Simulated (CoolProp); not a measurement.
Vapour-liquid equilibrium of dimethyl ether (1) + R236FA (2) at 0.0291 MPa; x and y are mole fractions of (1).

Values from CoolProp's multi-fluid Helmholtz-energy mixture model, Wu 2011 and Pan 2012; pair parameters Bell 2016.

```csv
x,"bubble temperature, mixture model (K)","bubble temperature, Raoult's law (K)","y, mixture model","y, Raoult's law"
0.05,244.9,243.4,___,0.139
0.2,243.5,238.6,___,0.446
0.35,240.9,234.6,0.532,0.643
0.5,237.0,231.3,0.748,0.776
0.65,___,228.4,0.892,0.869
0.8,227.6,225.9,0.966,0.936
0.95,___,223.7,___,0.986
```

Question: What belongs in the gaps?

Answer: 
- 0.05, y, mixture model: 0.065
- 0.2, y, mixture model: 0.287
- 0.65, bubble temperature, mixture model (K): 232.2
- 0.95, bubble temperature, mixture model (K): 224.0
- 0.95, y, mixture model: 0.995

The largest gap from Raoult's law is +6.3 K in bubble temperature, at x = 0.35. No azeotrope shows between x = 0.05 and 0.95.

Pair parameters are fitted to limited data, so mixtures are less certain than the pure fluids.
